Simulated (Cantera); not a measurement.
Input: 1 mol SiO₂, 1.4 mol F₂, 11 mol H₂, equilibrated at 1698 K.

These are equilibrium values from Cantera (NASA tables, ideal gas, pure condensed phases), not measurements of a reactor. Candidate condensed phases: H₂O, Si, SiO₂; 38 gas species. The tables' values for SiF₃, SiF₂, SiO₂ are old estimates; treat these amounts as uncertain. The tables hold silica as quartz up to 1696 K and as liquid above; real silica turns to tridymite and cristobalite and melts near 1996 K. Gases not in the tables: Si(OH)₄. Kinetics and transport are ignored.

x: gas mole fraction; n: condensed amount in mol.

| P (Pa) | x H₂ | x HF | x SiO | x H₂O | x H | x SiF₄ | n SiO₂(condensed) |
|---|---|---|---|---|---|---|---|
| 1 | 0.612 | 0.205 | 0.0733 | 0.0730 | 0.0358 | 2.28e-8 | (withheld) |
| 5.20 | 0.657 | 0.211 | 0.0578 | 0.0578 | 0.0163 | 6.40e-7 | (withheld) |
| 27 | 0.721 | 0.219 | 0.0265 | 0.0266 | 0.00747 | 1.82e-5 | (withheld) |
| 140 | 0.751 | 0.221 | 0.0113 | 0.0125 | 0.00335 | 0.000439 | (withheld) |
| 720 | 0.770 | 0.212 | 0.00283 | 0.00998 | 0.00150 | 0.00303 | 0.921 |
| 3700 | 0.778 | 0.200 | 0.000396 | 0.0140 | 0.000663 | 0.00629 | 0.911 |
| 19000 | 0.782 | 0.186 | 5.07e-5 | 0.0214 | 0.000293 | 0.0102 | 0.868 |
| 100000 | 0.786 | 0.166 | 6.52e-6 | 0.0319 | 0.000128 | 0.0155 | 0.805 |

### Question
What belongs in the gaps?

### Answer

- 1, n SiO₂(condensed): 0
- 5.20, n SiO₂(condensed): 0.232
- 27, n SiO₂(condensed): 0.660
- 140, n SiO₂(condensed): 0.850
